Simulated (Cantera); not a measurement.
## Hydrocarbon pyrolysis for carbon deposition

An isothermal, constant-pressure homogeneous reactor starts with 5.88 % C2H6, 94.1 % H2, at 1373 K and 760 Torr.

Model: GRI-Mech 3.0 (53 species, 325 reactions), integrated in Cantera. GRI-Mech 3.0 stops at C3 and has no aromatics, soot or wall deposition, so with more carbon than oxygen in the feed, carbon stays in small species such as C2H2 where larger ones or solid carbon would form.

| t (s) | x C2H6 | x H2 | x C2H2 | x CH4 | x C2H | x CH3 |
|---|---|---|---|---|---|---|
| 0.000100 | 0.0471 | 0.939 | 3.21e-5 | 0.00460 | 1.81e-12 | 0.000109 |
| 0.000256 | 0.0291 | 0.936 | 0.000281 | 0.0132 | 1.61e-11 | 8.64e-5 |
| 0.000654 | 0.00981 | 0.932 | 0.00135 | 0.0229 | 6.48e-11 | 4.67e-5 |
| 0.00167 | 0.00206 | 0.930 | 0.00353 | 0.0274 | 9.69e-11 | 2.12e-5 |
| 0.00428 | 0.000785 | 0.929 | 0.00640 | 0.0292 | 1.10e-10 | 1.33e-5 |
| 0.0109 | 0.000594 | 0.928 | 0.0106 | 0.0315 | 1.60e-10 | 1.23e-5 |
| 0.0280 | 0.000450 | 0.927 | 0.0153 | 0.0353 | 2.01e-10 | 1.19e-5 |
| 0.0715 | 0.000348 | 0.923 | 0.0171 | 0.0415 | 1.90e-10 | 1.17e-5 |
| 0.183 | 0.000287 | 0.918 | 0.0151 | 0.0521 | 1.40e-10 | 1.21e-5 |
| 0.468 | 0.000211 | 0.909 | 0.0114 | 0.0683 | 8.06e-11 | 1.21e-5 |
| 1.20 | 0.000124 | 0.898 | 0.00692 | 0.0878 | 3.45e-11 | 1.10e-5 |
| 3.06 | 5.72e-5 | 0.890 | 0.00311 | 0.104 | 1.09e-11 | 9.10e-6 |
| 7.82 | 3.05e-5 | 0.886 | 0.00141 | 0.111 | 4.06e-12 | 8.03e-6 |
| 20.0 | 2.79e-5 | 0.885 | 0.00123 | 0.112 | 3.47e-12 | 7.91e-6 |
x: mole fraction; the columns are a selection and need not sum to one.

Equilibrium at this temperature and pressure: C2H6 2.79e-5, H2 0.885, C2H2 0.00123, CH4 0.112, C2H 3.47e-12, CH3 7.91e-6 (gas phase only).
